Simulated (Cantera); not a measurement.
Thermodynamics of carbon deposition, reforming and gasification, feed C2H6 + O2 + H2

Input: 1 mol C2H6, 0.17 mol O2, 6.3 mol H2, equilibrated at 1.00 Torr.

These are equilibrium values from Cantera (NASA tables, ideal gas, pure condensed phases), not measurements of a reactor. Candidate condensed phases: C, C6H6, C7H8, C8H18, H2O; 110 gas species. Rates play no part.

From 800 °C to 2400 °C the condensed part is C(graphite). From 2600 °C to 2800 °C nothing is condensed. The main C-bearing gas is CO at 800 °C and C3 at 2800 °C.

```csv
T (°C),x H2,x H,x CO,x C,x C3,x C2H2 (acetylene),n C(graphite)
800,0.965,3.77e-7,0.0353,<1e-12,<1e-12,6.93e-9,1.66
1000,0.965,1.92e-5,0.0353,<1e-12,<1e-12,3.58e-7,1.66
1200,0.964,0.000340,0.0353,<1e-12,<1e-12,6.27e-6,1.66
1400,0.962,0.00306,0.0352,4.98e-12,1.31e-12,5.48e-5,1.66
1600,0.948,0.0172,0.0350,1.23e-9,7.32e-10,0.000296,1.65
1800,0.897,0.0682,0.0341,1.04e-7,1.18e-7,0.00110,1.64
2000,0.764,0.201,0.0317,4.02e-6,7.57e-6,0.00288,1.60
2200,0.525,0.442,0.0275,8.58e-5,0.000244,0.00506,1.52
2400,0.255,0.709,0.0225,0.00115,0.00460,0.00545,1.20
2600,0.0881,0.854,0.0190,0.00792,0.0226,0.00202,0
2800,0.0284,0.907,0.0177,0.0238,0.0161,0.000220,0
```
x: gas mole fraction; n: condensed amount in mol.
